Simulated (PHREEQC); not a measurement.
Make-up at 25 °C: 0.047 mol NH3, 4.2e-05 mol CO2 and 0.0011 mol (CH3)4NCl per kg of water. Closed to the air; pH follows from the charge balance.

Equilibrium calculation in PHREEQC: ion-association model, phreeqc.dat.

The pH comes out as 10.93. The ionic strength is 0.00213 mol/kgw. The total alkalinity comes out as 47.0 meq/kg.

| species | molality | activity | log γ |
|---|---|---|---|
| NH3 | 0.0460 | 0.0460 | 0.000 |
| Cl- | 0.00110 | 0.00104 | -0.022 |
| (CH3)4N+ | 0.00110 | 0.00104 | -0.022 |
| NH4+ | 0.000991 | 0.000941 | -0.023 |
| OH- | 0.000914 | 0.000869 | -0.022 |
| CO3-2 | 3.46e-5 | 2.83e-5 | -0.087 |
| HCO3- | 7.39e-6 | 7.03e-6 | -0.022 |

Precipitation was switched off in this run. (CH3)4N+ isn't in the database: it is added as a free cation with an ion size of 4 Å.
